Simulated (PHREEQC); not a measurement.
0.11 g of hydrous ferric oxide (600 m²/g; 0.2 weak and 0.005 strong sites per Fe, Dzombak-Morel constants, diffuse double layer) in 1 kg of water with 0.005 mol/kgw of an inert sodium salt and 0.057 mmol/kgw SrCl2, at 25 °C; the pH is set by adding NaOH or the inert anion's acid. O2 is buffered at 0.21 atm. CO2 from the air is kept out. No solid was allowed to form.

Base run: PHREEQC, ion-association model, wateq4f.dat. Each further column changes one thing. The table gives surface charge σ (C/m²).

```json
[
 {"pH": "4", "base": "0.184", "background salt from 0.005 to 0.0005 mol/kgw": "0.106", "oxide from 0.11 to 0.55 g/kgw": "0.187", "4.3e-05 mol/kgw CaCl2 added": "0.185"},
 {"pH": "4.38", "base": "0.144", "background salt from 0.005 to 0.0005 mol/kgw": "0.076", "oxide from 0.11 to 0.55 g/kgw": "0.146", "4.3e-05 mol/kgw CaCl2 added": "0.145"},
 {"pH": "4.75", "base": "0.111", "background salt from 0.005 to 0.0005 mol/kgw": "0.055", "oxide from 0.11 to 0.55 g/kgw": "0.112", "4.3e-05 mol/kgw CaCl2 added": "0.111"},
 {"pH": "5.5", "base": "0.060", "background salt from 0.005 to 0.0005 mol/kgw": "0.026", "oxide from 0.11 to 0.55 g/kgw": "0.061", "4.3e-05 mol/kgw CaCl2 added": "0.061"},
 {"pH": "5.88", "base": "0.043", "background salt from 0.005 to 0.0005 mol/kgw": "0.018", "oxide from 0.11 to 0.55 g/kgw": "0.043", "4.3e-05 mol/kgw CaCl2 added": "0.043"},
 {"pH": "6.25", "base": "0.030", "background salt from 0.005 to 0.0005 mol/kgw": "___", "oxide from 0.11 to 0.55 g/kgw": "0.030", "4.3e-05 mol/kgw CaCl2 added": "0.030"},
 {"pH": "6.62", "base": "0.020", "background salt from 0.005 to 0.0005 mol/kgw": "0.008", "oxide from 0.11 to 0.55 g/kgw": "0.020", "4.3e-05 mol/kgw CaCl2 added": "0.020"},
 {"pH": "7.38", "base": "0.008", "background salt from 0.005 to 0.0005 mol/kgw": "0.003", "oxide from 0.11 to 0.55 g/kgw": "0.008", "4.3e-05 mol/kgw CaCl2 added": "0.008"},
 {"pH": "7.75", "base": "0.004", "background salt from 0.005 to 0.0005 mol/kgw": "0.001", "oxide from 0.11 to 0.55 g/kgw": "0.004", "4.3e-05 mol/kgw CaCl2 added": "0.004"},
 {"pH": "8.12", "base": "0.001", "background salt from 0.005 to 0.0005 mol/kgw": "0.000", "oxide from 0.11 to 0.55 g/kgw": "0.000", "4.3e-05 mol/kgw CaCl2 added": "0.001"},
 {"pH": "8.5", "base": "-0.003", "background salt from 0.005 to 0.0005 mol/kgw": "___", "oxide from 0.11 to 0.55 g/kgw": "-0.003", "4.3e-05 mol/kgw CaCl2 added": "-0.002"},
 {"pH": "9.25", "base": "-0.010", "background salt from 0.005 to 0.0005 mol/kgw": "-0.004", "oxide from 0.11 to 0.55 g/kgw": "___", "4.3e-05 mol/kgw CaCl2 added": "-0.008"},
 {"pH": "9.62", "base": "-0.013", "background salt from 0.005 to 0.0005 mol/kgw": "-0.005", "oxide from 0.11 to 0.55 g/kgw": "-0.018", "4.3e-05 mol/kgw CaCl2 added": "-0.010"},
 {"pH": "10", "base": "-0.018", "background salt from 0.005 to 0.0005 mol/kgw": "-0.007", "oxide from 0.11 to 0.55 g/kgw": "-0.027", "4.3e-05 mol/kgw CaCl2 added": "-0.013"}
]
```

Task: Some entries are withheld; supply them.

Result: 
- 6.25, background salt from 0.005 to 0.0005 mol/kgw: 0.012
- 8.5, background salt from 0.005 to 0.0005 mol/kgw: -0.001
- 9.25, oxide from 0.11 to 0.55 g/kgw: -0.011
